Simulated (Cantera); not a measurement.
Input: 1 mol Si2H6, 0.048 mol HCl, 33 mol N2, held at 577 °C and 62000 Pa.

Equilibrium computed with Cantera from the NASA thermochemical tables; the gas is ideal and each condensed phase is pure. Candidate condensed phases: NH4Cl, Si, Si3N4; 28 gas species. The feed counts by its element totals alone. N2 is the only nitrogen source here; it is nearly inert below about 1500 K, so the nitride shown seldom forms there in practice. Equilibrium is a limit: real reactors are often held back by kinetics, nucleation or transport.

Task: What is the equilibrium state?

Result: 
```json
{
  "x(N2)": "0.912",
  "x(H2)": "0.0864",
  "x(HCl)": "0.00138",
  "x(NH3)": "2.79e-5",
  "n(Si3N4(s))": "0.667 mol",
  "gas_amount": "34.71 mol",
  "log10 activity of Si(s) (absent)": "-9.32"
}
```
